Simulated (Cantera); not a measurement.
Input: 1 mol Si3H8, 18 mol N2, held at 0.100 bar.

Cantera equilibrium calculation (NASA polynomials, part measured and part estimated; ideal gas, pure solids and liquids). Candidate condensed phases: Si, Si3N4; 18 gas species. The feed counts by its element totals alone. Kinetics and transport are ignored. All values below are at 1673 K.

Base state: N2 0.800, H2 0.200, H 0.000161 (mole fractions); condensed: Si3N4(s).

Task: What changes in the equilibrium state with this change: Si3H8 replaced by SiCl4?

Result: 
| species | before | after |
|---|---|---|
| N2 | 0.800 | 0.942 |
| SiCl4 | 0 | 0.0475 |
| Cl | 0 | 0.00536 |
| H2 | 0.200 | 0 |
| SiCl3 | 0 | 0.00410 |
| SiCl2 | 0 | 0.000737 |
| H | 0.000161 | 0 |
| Cl2 | 0 | 0.000104 |
| Si3N4(s), mol | 1.000 | 0 |
The tables' values for SiCl3 are old estimates; treat these amounts as uncertain.
